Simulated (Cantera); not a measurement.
Feed: 1 mol Si3N4, 0.064 mol CO2, 1.3 mol N2, at 1250 K and 133 Pa.

Method: chemical equilibrium by Gibbs-energy minimisation in Cantera with the NASA 1993 tables (ideal gas, pure condensed phases). Candidate condensed phases: C, Si, SiC, SiO2, Si2N2O, Si3N4; 34 gas species. Mutual solubility and eutectic melting of coexisting phases are not modelled. Equilibrium is a limit: real reactors are often held back by kinetics, nucleation or transport.

Task: What is the equilibrium state?

Result: 
| Quantity | Value |
|---|---|
| x(N2) | 1.000 |
| x(CO) | 3.82e-5 |
| n(C(graphite)) | 0.0639 mol |
| n(Si2N2O(s)) | 0.128 mol |
| n(Si3N4(s)) | 0.915 mol |
| gas amount | 1.343 mol |
| log10 activity of Si(s) (absent) | -2.68 |
